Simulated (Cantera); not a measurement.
# Transport properties of process gases

Gas mixture: 48.7 % N₂O, 51.3 % NO, at 0.00286 atm, frozen composition.

Cantera's kinetic-theory transport with the Lennard-Jones parameters of GRI-Mech 3.0, ideal gas; thermal conductivity in the mixture-averaged form. The composition is frozen, though it would react at the higher temperatures.

```json
[
 {"T (K)": "400", "ρ (kg/m³)": "0.00321", "cp (J/kg/K)": "982.1", "μ (µPa s)": "21.1", "λ (mW/m/K)": "28.8", "Pr": "0.719", "D (cm²/s) C₂H₂": "83.7", "D (cm²/s) CO₂": "77.6", "D (cm²/s) N₂": "104"},
 {"T (K)": "550", "ρ (kg/m³)": "0.00234", "cp (J/kg/K)": "1054", "μ (µPa s)": "27.0", "λ (mW/m/K)": "39.5", "Pr": "0.722", "D (cm²/s) C₂H₂": "148", "D (cm²/s) CO₂": "138", "D (cm²/s) N₂": "181"},
 {"T (K)": "700", "ρ (kg/m³)": "0.00184", "cp (J/kg/K)": "1116", "μ (µPa s)": "32.3", "λ (mW/m/K)": "49.6", "Pr": "0.726", "D (cm²/s) C₂H₂": "226", "D (cm²/s) CO₂": "212", "D (cm²/s) N₂": "273"},
 {"T (K)": "850", "ρ (kg/m³)": "0.00151", "cp (J/kg/K)": "1165", "μ (µPa s)": "37.1", "λ (mW/m/K)": "59.2", "Pr": "0.729", "D (cm²/s) C₂H₂": "316", "D (cm²/s) CO₂": "296", "D (cm²/s) N₂": "379"},
 {"T (K)": "1000", "ρ (kg/m³)": "0.00128", "cp (J/kg/K)": "1204", "μ (µPa s)": "41.5", "λ (mW/m/K)": "68.3", "Pr": "0.731", "D (cm²/s) C₂H₂": "418", "D (cm²/s) CO₂": "392", "D (cm²/s) N₂": "498"},
 {"T (K)": "1150", "ρ (kg/m³)": "0.00112", "cp (J/kg/K)": "1230", "μ (µPa s)": "45.6", "λ (mW/m/K)": "76.9", "Pr": "0.729", "D (cm²/s) C₂H₂": "529", "D (cm²/s) CO₂": "497", "D (cm²/s) N₂": "630"},
 {"T (K)": "1300", "ρ (kg/m³)": "0.000988", "cp (J/kg/K)": "1253", "μ (µPa s)": "49.5", "λ (mW/m/K)": "85.1", "Pr": "0.728", "D (cm²/s) C₂H₂": "651", "D (cm²/s) CO₂": "611", "D (cm²/s) N₂": "773"}
]
```
D: mixture-averaged diffusion coefficient of that species in the mixture.
